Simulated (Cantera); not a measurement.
# Formation from one mole of I2

Standard-state values (1 bar) from the NASA 1993 polynomials, evaluated with Cantera. Values are per mole of reaction as written; species without (g) are pure solids or liquids, kept so even where they would boil at 1 bar.

Pb + I2(g) → PbI2(g)

```csv
T (K),ΔH° (kJ),ΔS° (J/K),ΔG° (kJ),log10 K
800,-74.7,18.0,-89.1,5.82
850,-75.2,17.4,-90.0,5.53
900,-75.7,16.8,-90.8,5.27
950,-76.2,16.3,-91.6,5.04
1000,-76.6,15.8,-92.4,4.83
1050,-77.1,15.4,-93.2,4.64
1100,-77.5,14.9,-94.0,4.46
1150,-78.0,14.5,-94.7,4.30
1200,-78.5,14.1,-95.4,4.15
1250,-78.9,13.8,-96.1,4.02
1300,-79.4,13.4,-96.8,3.89
```

H2(g) + I2(g) → 2 HI(g)

```
T (K)  ΔH° (kJ)  ΔS° (J/K)  ΔG° (kJ)  log10 K
-----  --------  ---------  --------  -------
800       -12.9       15.1     -25.0     1.63
850       -13.1       14.9     -25.8     1.58
900       -13.3       14.7     -26.5     1.54
950       -13.4       14.6     -27.3     1.50
1000      -13.5       14.5     -28.0     1.46
1050      -13.6       14.4     -28.7     1.43
1100      -13.7       14.3     -29.4     1.40
1150      -13.8       14.2     -30.1     1.37
1200      -13.8       14.2     -30.9     1.34
1250      -13.9       14.1     -31.6     1.32
1300      -13.9       14.1     -32.3     1.30
```

Mg + I2(g) → MgI2

| T (K) | ΔH° (kJ) | ΔS° (J/K) | ΔG° (kJ) | log10 K | condensed phases |
|---|---|---|---|---|---|
| 800 | -421.2 | -147.8 | -302.9 | 19.78 | Mg(s), MgI2(s) |
| 850 | -420.3 | -146.7 | -295.6 | 18.16 | Mg(s), MgI2(s) |
| 900 | -419.4 | -145.7 | -288.3 | 16.73 | Mg(s), MgI2(s) |
| 950 | -397.2 | -121.1 | -282.1 | 15.51 | Mg(l), MgI2(l) |
| 1000 | -395.8 | -119.6 | -276.1 | 14.42 | Mg(l), MgI2(l) |
| 1050 | -394.4 | -118.3 | -270.2 | 13.44 | Mg(l), MgI2(l) |
| 1100 | -393.0 | -117.0 | -264.3 | 12.55 | Mg(l), MgI2(l) |
| 1150 | -391.6 | -115.7 | -258.5 | 11.74 | Mg(l), MgI2(l) |
| 1200 | -390.2 | -114.5 | -252.7 | 11.00 | Mg(l), MgI2(l) |
| 1250 | -388.8 | -113.4 | -247.0 | 10.32 | Mg(l), MgI2(l) |
| 1300 | -387.4 | -112.3 | -241.4 | 9.70 | Mg(l), MgI2(l) |

0.6667 Al + I2(g) → 0.6667 AlI3(g)

| T (K) | ΔH° (kJ) | ΔS° (J/K) | ΔG° (kJ) | log10 K | condensed phases |
|---|---|---|---|---|---|
| 800 | -192.3 | -32.4 | -166.4 | 10.87 | Al(s) |
| 850 | -192.5 | -32.6 | -164.8 | 10.13 | Al(s) |
| 900 | -192.8 | -32.9 | -163.2 | 9.47 | Al(s) |
| 950 | -200.2 | -40.8 | -161.4 | 8.87 | Al(l) |
| 1000 | -200.4 | -41.0 | -159.3 | 8.32 | Al(l) |
| 1050 | -200.6 | -41.2 | -157.3 | 7.82 | Al(l) |
| 1100 | -200.8 | -41.4 | -155.2 | 7.37 | Al(l) |
| 1150 | -201.0 | -41.6 | -153.1 | 6.96 | Al(l) |
| 1200 | -201.2 | -41.8 | -151.1 | 6.58 | Al(l) |
| 1250 | -201.5 | -42.0 | -149.0 | 6.22 | Al(l) |
| 1300 | -201.7 | -42.2 | -146.9 | 5.90 | Al(l) |
